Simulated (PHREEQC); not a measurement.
Solution (25 °C): 0.009 mol/kgw H2SO4, 0.28 mol/kgw FeSO4 and 1.26 mol/kgw MnSO4. Closed to the air; pH follows from the charge balance.

Equilibrium calculation in PHREEQC: Pitzer model, pitzer.dat.

| Property | Result |
|---|---|
| pH | 2.83 |
| ionic strength | 6.16 mol/kgw |
| activity of water | 0.970 |
| density | 1.207 g/cm³ |
| osmotic coefficient | 0.539 |
| total alkalinity | -18.0 meq/kg |

```
species  molality  activity   log γ
-------  --------  --------  ------
SO4-2        1.53    0.0234  -1.816
Mn+2         1.26     0.131  -0.982
Fe+2        0.280    0.0364  -0.886
HSO4-      0.0151   0.00334  -0.655
H+        0.00293   0.00150  -0.292
```

Precipitation was switched off in this run. In brines, pH and single-ion activities rest on the MacInnes convention.
